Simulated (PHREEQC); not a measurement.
## Polishing slurry liquid: an equilibrium model

Solution (20 °C and 50 atm): 0.043 mol/kgw NH3, 0.00054 mol/kgw K2SO4 and 5.3e-05 mol/kgw KH2PO4. Closed to the air; pH follows from the charge balance.

All values are PHREEQC results (ion-association model, phreeqc.dat), not measurements.

Each row changes one thing in this solution. This is a speciation only: nothing precipitates in the calculation.

| case | pH | ionic strength (mol/kgw) | NH3 (mol/kgw) | NH4+ (mol/kgw) | NH4SO4- (mol/kgw) | KSO4- (mol/kgw) |
|---|---|---|---|---|---|---|
| as made | 11.08 | 0.00267 | 0.0420 | 0.000953 | 5.17e-6 | 3.02e-6 |
| KH2PO4 left out | 11.09 | 0.00253 | 0.0421 | 0.000923 | 5.04e-6 | 2.90e-6 |
| K2SO4 replaced by (NH4)2SO4 at the same molality | 10.84 | 0.00229 | 0.0424 | 0.00165 | 9.07e-6 | 1.43e-7 |
| NH3 from 0.043 to 0.0043 mol/kgw | 10.54 | 0.00203 | 0.00399 | 0.000311 | 1.75e-6 | 3.12e-6 |
| 0.074 mol/kgw (NH4)2SiF6 added | 5.51 | 0.256 | 1.51e-5 | 0.191 | 0.000200 | 6.21e-7 |
| NH3 from 0.043 to 0.0473 mol/kgw | 11.10 | 0.00272 | 0.0463 | 0.000999 | 5.41e-6 | 3.01e-6 |
| NH3 replaced by (NH4)2HPO4 at the same molality | 8.04 | 0.125 | 0.00255 | 0.0833 | 0.000140 | 9.35e-7 |
| 0.0078 mol/kgw NaHCO3 added | 10.35 | 0.0186 | 0.0380 | 0.00498 | 1.90e-5 | 2.13e-6 |
| K2SO4 from 0.00054 to 0.000594 mol/kgw | 11.08 | 0.00284 | 0.0420 | 0.000954 | 5.66e-6 | 3.61e-6 |

Some of these states are supersaturated (in Quartz (slow to form), Chalcedony (slow to form), for instance). Under pressure, the constants of complexes without a molar volume in the database are unreliable. SiF6-2 is the database's only silicon fluoride.
